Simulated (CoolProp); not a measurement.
Model: reference Helmholtz-energy equation of state, McLinden 2015, in CoolProp.

**Question.** For the fluoroketone C6F12O (FK-5-1-12), give the phase and the cv (kJ/(kg K)), speed of sound (m/s), Joule-Thomson coefficient (K/MPa) at 483.3 K and 0.85 bar; 483.3 K and 6.8 bar.

**Answer.** 
- 483.3 K and 0.85 bar: gas; cv 1.02, speed of sound 113, Joule-Thomson coefficient 6.18
- 483.3 K and 6.8 bar: gas; cv 1.03, speed of sound 104, Joule-Thomson coefficient 6.94
